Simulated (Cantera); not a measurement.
Input: 1 mol Si3N4, 0.33 mol O2, 23 mol N2, equilibrated at 0.100 bar.

Method: chemical equilibrium by Gibbs-energy minimisation in Cantera with the NASA 1993 tables (ideal gas, pure condensed phases). Candidate condensed phases: Si, SiO2, Si2N2O, Si3N4; 16 gas species. The tables' values for SiN are old estimates; treat these amounts as uncertain. Equilibrium is a limit: real reactors are often held back by kinetics, nucleation or transport. All values below are at 1825 °C.

Base state: N2 0.973, SiO 0.0257, Si 0.00131, Si2N 0.000102, SiN 8.49e-5, Si2 1.69e-5 (mole fractions); condensed: Si(l).

Task: What changes in the equilibrium state with this change: pressure from 0.100 bar to 8.10 bar?

Result: 
```json
[
 {"species": "N2", "before": "0.973", "after": "0.999"},
 {"species": "SiO", "before": "0.0257", "after": "0.000915"},
 {"species": "Si", "before": "0.00131", "after": "2.71e-6"},
 {"species": "Si2", "before": "1.69e-5", "after": "5.93e-9"},
 {"species": "Si2N", "before": "0.000102", "after": "3.26e-7"},
 {"species": "SiN", "before": "8.49e-5", "after": "1.61e-6"},
 {"species": "Si(l), mol", "before": "2.30", "after": "0"},
 {"species": "Si2N2O(s), mol", "before": "0", "after": "0.639"},
 {"species": "Si3N4(s), mol", "before": "0", "after": "0.567"}
]
```
Mutual solubility and eutectic melting of coexisting phases are not modelled.
